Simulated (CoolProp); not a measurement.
A simple Rankine cycle with R245ca: condensing at 315.15 K, boiler at 2.26 MPa, turbine inlet 431.3 K, turbine efficiency 0.75, pump efficiency 0.6, no recuperator. Each further row changes one setting.

Values from CoolProp's reference Helmholtz-energy equation of state, Zhou 2016.

```tsv
case	thermal efficiency (%)	net work (kJ/kg)	heat in (kJ/kg)	turbine exit temperature (K)	volume ratio over the turbine
as stated	12.9	37.2	287	370.4	14.2
condensing temperature 307.15 K	13.9	41.6	299	365.5	18.7
boiler pressure 1.58 MPa	11.6	34.6	299	384.1	9.02
turbine efficiency 0.65	11.1	31.9	287	375.4	14.4
```
